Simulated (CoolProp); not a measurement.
Vapour-liquid equilibrium of R113 (1) + n-heptane (2) at 8.85 °C; x and y are mole fractions of (1).

Values from CoolProp's multi-fluid Helmholtz-energy mixture model, Marx 1992 and Span 2003; pair parameters Bell 2016.

```
x     bubble pressure, mixture model (MPa)  bubble pressure, Raoult's law (MPa)  y, mixture model  y, Raoult's law
----  ------------------------------------  -----------------------------------  ----------------  ---------------
0.05                              0.004017                             0.003581             0.390            0.317
0.15                              0.006744                             0.005597             0.672            0.609
0.25                              0.009218                             0.007614             0.786            0.747
0.35                               0.01143                             0.009630             0.847            0.826
0.45                               0.01341                              0.01165             0.886            0.878
0.55                               0.01521                              0.01366             0.913            0.915
0.65                               0.01688                              0.01568             0.935            0.943
0.75                               0.01849                              0.01769             0.954            0.964
0.85                               0.02012                              0.01971             0.972            0.980
0.95                               0.02183                              0.02173             0.990            0.994
```

The largest gap from Raoult's law is +21.1 % in bubble pressure, at x = 0.25. No azeotrope shows between x = 0.05 and 0.95.

Pair parameters are fitted to limited data, so mixtures are less certain than the pure fluids.
